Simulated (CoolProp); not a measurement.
A closed Brayton cycle with carbon dioxide: compressor inlet 329.15 K and 9.8 MPa, high pressure 32.7 MPa, turbine inlet 750 K, compressor efficiency 0.85, turbine efficiency 0.9, recuperator effectiveness 0 (on enthalpy, no pinch check). Each further row changes one setting.

Model: reference Helmholtz-energy equation of state, Span 1996, in CoolProp.

| case | thermal efficiency (%) | net work (kJ/kg) | compressor to turbine work | compressor exit (K) | turbine exit (K) |
|---|---|---|---|---|---|
| as stated | [?] | 77.4 | 0.44 | 421.0 | 613.5 |
| turbine inlet 700 K | [?] | 65.8 | 0.48 | 421.0 | [?] |
| compressor inlet 339.15 K | [?] | [?] | [?] | 442.6 | 613.5 |
| high pressure 27.8 MPa | [?] | 71.3 | 0.42 | 408.2 | 631.4 |
| recuperator effectiveness 0.5 | 22.5 | 77.4 | 0.44 | 421.0 | 613.5 |

Task: Some entries are withheld; supply them.

Result: 
- as stated, thermal efficiency (%): 17.0
- turbine inlet 700 K, thermal efficiency (%): 16.8
- turbine inlet 700 K, turbine exit (K): 568.4
- compressor inlet 339.15 K, thermal efficiency (%): 16.3
- compressor inlet 339.15 K, net work (kJ/kg): 68.3
- compressor inlet 339.15 K, compressor to turbine work: 0.51
- high pressure 27.8 MPa, thermal efficiency (%): 15.1
